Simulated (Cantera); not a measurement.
A closed system holds: 1 mol CuF2, 1.1 mol H2, at 1475 K and 5.80e-6 bar.

Method: chemical equilibrium by Gibbs-energy minimisation in Cantera with the NASA 1993 tables (ideal gas, pure condensed phases). Candidate condensed phases: Cu, CuF2; 15 gas species. Equilibrium is a limit: real reactors are often held back by kinetics, nucleation or transport.

Base state: HF 0.642, Cu 0.319, H2 0.0341, CuF 0.00458, H 0.000995, Cu2 3.65e-5 (mole fractions); condensed: gas only.

Task: What changes in the equilibrium state with this change: temperature from 1475 K to 1150 K?

Result: 
| species | before | after |
|---|---|---|
| HF | 0.642 | 0.952 |
| H2 | 0.0341 | 0.0476 |
| Cu | 0.319 | 0.000498 |
| Cu2 | 3.65e-5 | 7.73e-9 |
| H | 0.000995 | 6.76e-6 |
| CuF | 0.00458 | 5.26e-5 |
| Cu(s), mol | 0 | 0.999 |
